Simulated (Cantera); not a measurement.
Cantera run:

```python
import numpy as np
import cantera as ct

gas_names = [...]  # 113 gases of nasa_gas.yaml made of C, H, O, Ti
cond_names = """
    C(gr) C6H6(L) C7H8(L) C8H18(L),n-octa H2O(s) H2O(L) Ti(a) Ti(b) Ti(L) TiC(s) TiC(L) TiO(a) TiO(b)
    TiO(L) TiO2(ru) TiO2(L) Ti2O3(a) Ti2O3(b) Ti2O3(L) Ti3O5(a) Ti3O5(b) Ti3O5(L) Ti4O7(s) Ti4O7(L)
""".split()


# ... load() reads the species with a 1 bar reference pressure and builds the phases ...
atoms = {
    'Ti': {'Ti': 1},
    'CO2': {'C': 1, 'O': 2},
    'H2': {'H': 2},
}
top_T = {'C(gr)': 4500}  # K; cautious upper limits of use, not melting points


# ... equilibrate(T, P, feed) seeds the gas with the atoms and calls Mixture.equilibrate('TP', solver="vcs", rtol=1e-11, max_steps=5000) ...
results = []
feed = {'Ti': 1, 'CO2': 0.044, 'H2': 2.9}  # mol
P = 6200  # Pa
for T in [1000, 1100, 1200, 1300, 1400, 1500, 1600, 1700, 1800, 1900]:
    mix = equilibrate(T, P, feed)
    results.append((T, P, feed, dict(zip(mix.species_names, mix.species_moles))))

top = {s: max(r[3][s] / sum(r[3][g] for g in gas_names) for r in results) for s in gas_names}
cols = sorted((s for s in top if top[s] > 0.0001), key=lambda s: -top[s])[:9]
seen = [c for c in cond_names if any(r[3].get(c, 0) > 1e-12 for r in results)]
print("log10 of partial pressures in bar; condensed amounts in mol")
print(f"{'T/K':>10s}" + "".join(f"{s[:9]:>10s}" for s in cols + seen))
for T, P, feed, n in results:
    ng = sum(n[g] for g in gas_names)
    print(f"{T:10.4g}" + "".join(f"{np.log10(max(n[s] / ng * P / 1e5, 1e-99)):10.3f}" for s in cols)
          + "".join(f"{n.get(c, 0):10.4g}" for c in seen))
```

It prints:

```
log10 of partial pressures in bar; condensed amounts in mol
       T/K        H2         H     Ti(a)     Ti(b)    TiC(s)    TiO(a)    TiO(b)
      1000    -1.208    -9.248     0.868         0     0.044     0.088         0
      1100    -1.208    -8.191     0.868         0     0.044     0.088         0
      1200    -1.208    -7.309         0     0.868     0.044     0.088         0
      1300    -1.208    -6.560         0     0.868     0.044         0     0.088
      1400    -1.208    -5.917         0     0.868     0.044         0     0.088
      1500    -1.208    -5.358         0     0.868     0.044         0     0.088
      1600    -1.208    -4.869         0     0.868     0.044         0     0.088
      1700    -1.208    -4.436         0     0.868     0.044         0     0.088
      1800    -1.208    -4.050         0     0.868     0.044         0     0.088
      1900    -1.209    -3.705         0    0.8679   0.04399         0   0.08799
```

Method: chemical equilibrium by Gibbs-energy minimisation in Cantera with the NASA 1993 tables (ideal gas, pure condensed phases). Mutual solubility and eutectic melting of coexisting phases are not modelled. TiC, TiO: taken at fixed stoichiometry. Condensed phases not in the tables: solid solutions among these carbides, nitrides and lower oxides, N, O or C dissolved in the metal.
